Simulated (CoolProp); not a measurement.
Vapour-liquid equilibrium of toluene (1) + p-xylene (2) at 316.4 K; x and y are mole fractions of (1).

Computed with CoolProp (multi-fluid Helmholtz-energy mixture model, Lemmon 2006 and Zhou 2012; pair parameters Bell 2016).

```tsv
x	bubble pressure (MPa)	y at the bubble point	dew pressure at overall composition x (MPa)	liquid density (mol/L)
0.05	0.003435	0.134	0.003236	7.975
0.125	0.003897	0.297	0.003412	8.060
0.2	0.004362	0.426	0.003607	8.146
0.275	0.004826	0.529	0.003827	8.233
0.35	0.005289	0.615	0.004076	8.322
0.425	?	0.686	0.004359	?
0.5	?	0.746	0.004685	8.505
0.575	0.006653	0.798	?	8.600
0.65	0.007099	0.843	0.005508	8.696
0.725	0.007541	0.883	0.006036	8.794
0.8	?	0.919	0.006671	8.894
0.875	0.008418	0.952	0.007445	8.996
0.95	0.008855	0.981	0.008395	9.101
```

Question: Fill in the missing entries.

Answer: 
- 0.425, bubble pressure (MPa): 0.005748
- 0.425, liquid density (mol/L): 8.413
- 0.5, bubble pressure (MPa): 0.006203
- 0.575, dew pressure at overall composition x (MPa): 0.005063
- 0.8, bubble pressure (MPa): 0.007980

No azeotrope shows between x = 0.05 and 0.95.

The pair parameters rest on a limited set of measurements; away from them the model extrapolates.
